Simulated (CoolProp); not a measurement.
The numbers come from the reference Helmholtz-energy equation of state, Aleksandrov 2011 in CoolProp. It is a short technical equation, of lower accuracy than the large ones.

Question: Give the vapour pressure (MPa), vapour density (kg/m³), liquid cp (kJ/(kg K)), surface tension (mN/m) of saturated n-undecane at 157.65, 173.75 °C.

Answer: 
| T (°C) | p (MPa) | vapour density (kg/m³) | liquid cp (kJ/(kg K)) | surface tension (mN/m) |
|---|---|---|---|---|
| 157.65 | 0.0359 | 1.62 | 2.72 | 12.6 |
| 173.75 | 0.0571 | 2.52 | 2.79 | 11.4 |

Surface tension comes from a separate correlation (Mulero 2014).
